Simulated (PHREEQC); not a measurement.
Solution (25 °C): 0.23 mol K2CO3, 8.4e-06 mol H4SiO4 and 8.4e-05 mol CuSO4 per kg of water. Closed to the air; pH follows from the charge balance.

Model: ion-association model, wateq4f.dat, run in PHREEQC.

```json
[
 {"quantity": "pH", "before": "11.47", "after": "11.33"},
 {"quantity": "ionic strength (mol/kgw)", "before": "0.685", "after": "0.415"},
 {"quantity": "CO3-2 (mol/kgw)", "before": "0.225", "after": "0.0909"},
 {"quantity": "HCO3- (mol/kgw)", "before": "0.00498", "after": "0.00316"},
 {"quantity": "Cu(OH)2 (mol/kgw)", "before": "7.91e-5", "after": "8.11e-5"},
 {"quantity": "SO4-2 (mol/kgw)", "before": "5.46e-5", "after": "6.16e-5"},
 {"quantity": "SI of Malachite (Cu2(OH)2CO3)", "before": "+0.21", "after": "+0.14"},
 {"quantity": "SI of Cu(OH)2 (Cu(OH)2)", "before": "+1.01", "after": "+0.99"}
]
```

Q: Which change was made?
A. temperature from 25 to 80 °C
B. 0.14 mol/kgw NaHCO3 added
C. K2CO3 replaced by Na2CO3 at the same molality
D. temperature from 25 to 65 °C
E. K2CO3 replaced by KHCO3 at the same molality

A: C, K2CO3 replaced by Na2CO3 at the same molality

No solid was allowed to form. Some of these states are supersaturated (in Cu(OH)2, Malachite, for instance). The database's constant for dissolved Cu(OH)2 is higher than later reviews accept.
